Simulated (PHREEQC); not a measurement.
Make-up at 25 °C: 3.4 mmol/kgw HF, 0.66 mmol/kgw NH4HF2, 0.94 mmol/kgw H2SiF6 and 0.63 mmol/kgw HCl. Closed to the air; pH follows from the charge balance.

Model: ion-association model, phreeqc.dat, run in PHREEQC.

| quantity | before | after |
|---|---|---|
| pH | 2.57 | 2.46 |
| ionic strength (mol/kgw) | 0.00444 | 0.00460 |
| HF (mol/kgw) | 0.00376 | 0.00364 |
| F- (mol/kgw) | 0.00101 | 0.000757 |
| HF2- (mol/kgw) | 1.46e-5 | 1.06e-5 |
| H4SiO4 (mol/kgw) | 1.32e-5 | 2.63e-5 |
| SI of Quartz (SiO2) | -0.90 | -0.60 |

Question: Which change was made?
A. NH4HF2 replaced by HBF4 at the same molality
B. 0.00054 mol/kgw HBr added
C. HF left out
D. temperature from 25 to 15 °C
E. H2SiF6 from 0.00094 to 0.00188 mol/kgw

Answer: A, NH4HF2 replaced by HBF4 at the same molality

Precipitation was switched off in this run. SiF6-2 is the database's only silicon fluoride.
